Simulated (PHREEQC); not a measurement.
## Polishing slurry liquid: speciation

Solution (25 °C): 77 mmol/kgw K2CO3, 9.2 mmol/kgw K2SO4 and 11 mmol/kgw H3BO3. Closed to the air; pH follows from the charge balance.

The numbers come from PHREEQC with the ion-association model, phreeqc.dat.

Each row changes one thing in this solution. Precipitation was switched off in this run.

```json
[
 {"case": "as made", "pH": "10.69", "ionic strength (mol/kgw)": "0.243", "CO3-2 (mol/kgw)": "0.0656", "HCO3- (mol/kgw)": "0.0114", "H3BO3 (mol/kgw)": "0.000269", "CO2 (mol/kgw)": "3.70e-7"},
 {"case": "temperature from 25 to 80 °C", "pH": "10.23", "ionic strength (mol/kgw)": "0.234", "CO3-2 (mol/kgw)": "___", "HCO3- (mol/kgw)": "0.0172", "H3BO3 (mol/kgw)": "0.000319", "CO2 (mol/kgw)": "1.50e-6"},
 {"case": "diluted 100-fold with water", "pH": "10.36", "ionic strength (mol/kgw)": "0.00224", "CO3-2 (mol/kgw)": "0.000426", "HCO3- (mol/kgw)": "0.000344", "H3BO3 (mol/kgw)": "7.47e-6", "CO2 (mol/kgw)": "3.24e-8"},
 {"case": "diluted 10-fold with water", "pH": "10.70", "ionic strength (mol/kgw)": "0.0241", "CO3-2 (mol/kgw)": "0.00604", "HCO3- (mol/kgw)": "0.00166", "H3BO3 (mol/kgw)": "3.16e-5", "CO2 (mol/kgw)": "6.40e-8"},
 {"case": "diluted 5-fold with water", "pH": "10.74", "ionic strength (mol/kgw)": "___", "CO3-2 (mol/kgw)": "0.0126", "HCO3- (mol/kgw)": "0.00282", "H3BO3 (mol/kgw)": "5.57e-5", "CO2 (mol/kgw)": "9.58e-8"},
 {"case": "K2SO4 left out", "pH": "10.70", "ionic strength (mol/kgw)": "0.220", "CO3-2 (mol/kgw)": "0.0655", "HCO3- (mol/kgw)": "0.0115", "H3BO3 (mol/kgw)": "0.000266", "CO2 (mol/kgw)": "3.67e-7"},
 {"case": "K2SO4 from 0.0092 to 0.092 mol/kgw", "pH": "10.62", "ionic strength (mol/kgw)": "0.439", "CO3-2 (mol/kgw)": "0.0656", "HCO3- (mol/kgw)": "0.0114", "H3BO3 (mol/kgw)": "0.000292", "CO2 (mol/kgw)": "3.87e-7"},
 {"case": "temperature from 25 to 30 °C", "pH": "___", "ionic strength (mol/kgw)": "0.242", "CO3-2 (mol/kgw)": "0.0654", "HCO3- (mol/kgw)": "0.0116", "H3BO3 (mol/kgw)": "0.000277", "CO2 (mol/kgw)": "4.02e-7"}
]
```

**Question.** Complete the blanks.

**Answer.** 
- temperature from 25 to 80 °C, CO3-2 (mol/kgw): 0.0598
- diluted 5-fold with water, ionic strength (mol/kgw): 0.0485
- temperature from 25 to 30 °C, pH: 10.63

At this temperature some constants are extrapolated from 25 °C, and those without enthalpy data are left unchanged.
